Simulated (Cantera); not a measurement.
## Sublimation and decomposition of ceramics: SiC + Si + H2

Input: 1 mol SiC, 0.083 mol Si, 0.095 mol H2, equilibrated at 10.0 mbar.

Equilibrium computed with Cantera from the NASA thermochemical tables; the gas is ideal and each condensed phase is pure. Candidate condensed phases: C, C6H6, C7H8, C8H18, Si, SiC; 87 gas species. Mutual solubility and eutectic melting of coexisting phases are not modelled. Gases not in the tables: Si2H6 and higher silanes. Rates play no part.

| T (°C) | log p H2 | log p Si | log p H | log p Si2C | log p SiC2 | log p SiH | log p Si2 | n Si(s) | n SiC(s) | n Si(l) |
|---|---|---|---|---|---|---|---|---|---|---|
| 1227 | -2.00 | -7.98 | -5.75 | -10.80 | <-14 | -8.47 | -10.87 | 0.0830 | 1.00 | 0 |
| 1377 | -2.00 | -6.57 | -5.04 | -8.93 | -12.64 | -7.31 | -9.04 | 0.0830 | 1.00 | 0 |
| 1527 | -2.00 | -5.50 | -4.45 | -7.47 | -10.57 | -6.44 | -7.72 | 0 | 1.00 | 0.0830 |
| 1677 | -2.01 | -4.62 | -3.94 | -6.28 | -8.80 | -5.74 | -6.66 | 0 | 1.000 | 0.0827 |
| 1827 | -2.02 | -3.87 | -3.52 | -5.26 | -7.28 | -5.15 | -5.76 | 0 | 1.000 | 0.0815 |
| 1977 | -2.06 | -3.23 | -3.16 | -4.39 | -5.97 | -4.65 | -4.98 | 0 | 1.000 | 0.0758 |
| 2127 | -2.21 | -2.66 | -2.90 | -3.62 | -4.83 | -4.28 | -4.30 | 0 | 0.996 | 0.0473 |
| 2277 | -2.44 | -2.45 | -2.73 | -3.24 | -3.55 | -4.28 | -4.28 | 0 | 0.976 | 0 |
log p: log10 of the partial pressure in bar; n: condensed amount in mol.

From 1227 °C to 1377 °C the condensed part is Si(s) + SiC(s). From 1527 °C to 2127 °C the condensed part is Si(l) + SiC(s). At 2277 °C the condensed part is SiC(s). The main Si-bearing gas is SiH2 at 1227 °C and Si at 2277 °C.
